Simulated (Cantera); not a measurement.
Input (Python, Cantera):

```python
import numpy as np
import cantera as ct

gas = ct.Solution("gri30.yaml")
gas.TP = 300, 70000
flame = ct.CounterflowDiffusionFlame(gas, width=0.02)
flame.fuel_inlet.X, flame.fuel_inlet.T = {'C3H8': 1}, 300
flame.oxidizer_inlet.X, flame.oxidizer_inlet.T = {'O2': 0.23, 'N2': 0.77}, 323
flame.set_refine_criteria(ratio=3, slope=0.12, curve=0.24, prune=0.03)
show = ['OH', 'H', 'NO', 'CO', 'C2H2']

rows = []
print(f"{'mdot':>8s}{'a_max':>10s}{'a_mean':>10s}{'Tmax/K':>9s}" + "".join(f"{s:>11s}" for s in show) + "   (peak mole fractions)")
for i, mdot in enumerate([0.17, 0.27, 0.4, 0.61, 0.93, 1.4, 2.2, 3.3]):  # kg/m2/s on the oxidiser side
    flame.oxidizer_inlet.mdot, flame.fuel_inlet.mdot = mdot, 1.1 * mdot
    flame.solve(loglevel=0, auto=(i == 0))
    if flame.T.max() < max(300, 323) + 100:
        print(f"{mdot:8.3g}  no burning solution found from the previous one")
        break
    dT = np.abs(np.gradient(flame.T, flame.grid))
    rows.append([flame.strain_rate("max"), flame.strain_rate("mean"), flame.T.max(),
                 *(flame.X[gas.species_index(s)].max() for s in show), max(dT[0], dT[-1]) / dT.max()])
    print(f"{mdot:8.3g}{rows[-1][0]:10.1f}{rows[-1][1]:10.1f}{rows[-1][2]:9.1f}" + "".join(f"{x:11.3e}" for x in rows[-1][3:-1]))
```

Result:

```
    mdot     a_max    a_mean   Tmax/K         OH          H         NO         CO       C2H2   (peak mole fractions)
    0.17     162.3      18.8   2062.4  8.174e-03  5.060e-03  2.693e-04  7.365e-02  4.103e-02
    0.27     241.2      29.9   2039.1  8.131e-03  5.487e-03  2.460e-04  7.327e-02  3.887e-02
     0.4     338.7      44.3   2015.4  7.981e-03  5.822e-03  2.214e-04  7.281e-02  3.674e-02
    0.61     490.5      67.6   1989.6  7.768e-03  6.157e-03  1.918e-04  7.261e-02  3.432e-02
    0.93     712.6     103.0   1961.6  7.461e-03  6.427e-03  1.585e-04  7.288e-02  3.158e-02
     1.4    1025.9     155.1   1928.0  6.991e-03  6.548e-03  1.222e-04  7.370e-02  2.832e-02
     2.2    1542.6     243.7   1879.2  6.207e-03  6.399e-03  7.934e-05  7.572e-02  2.353e-02
     3.3    2227.6     365.5   1811.9  5.068e-03  5.720e-03  3.994e-05  7.903e-02  1.726e-02
```

Computed with Cantera and GRI-Mech 3.0 (53 species, 325 reactions). GRI-Mech 3.0 was tuned for natural gas; its chemistry of propane as a main component is partial and can be far from experiment. GRI-Mech 3.0 has no aromatics or soot, which form on the fuel side of real flames. The maximum strain rate includes the flame's own expansion and is several times the mean.
